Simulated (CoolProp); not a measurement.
The fluid at 460.57 K and 0.156 MPa flows at 3.7 m/s in a round tube of 10 mm bore and 45 µm roughness, fully developed (64/Re and Nu = 3.66 if laminar; Colebrook and Gnielinski if turbulent). The same conditions are run with several fluids, on thermodynamics alone (safety and materials aside).

Computed with CoolProp (reference Helmholtz-energy equation of state of each fluid (sulfur hexafluoride: Guder 2009; R123: Younglove 1994; n-butane: Bücker 2006; R410A: Lemmon 2003; dry air: Lemmon 2000)). Blends and air are pseudo-pure fits.

```tsv
fluid	Reynolds number	Darcy friction factor	pressure drop (Pa/m)	heat-transfer coefficient (W/(m² K))	mass flow (kg/h)
sulfur hexafluoride	9930	0.0371	152	91.9	6.25
R123	14500	0.0351	152	95.6	6.61
n-butane	7810	0.0386	63.2	107	2.50
R410A	5560	0.0412	83.7	55.0	3.11
dry air	1710	0.0375	30.3	13.7	1.23
```

Transport values come from each fluid's own correlations.
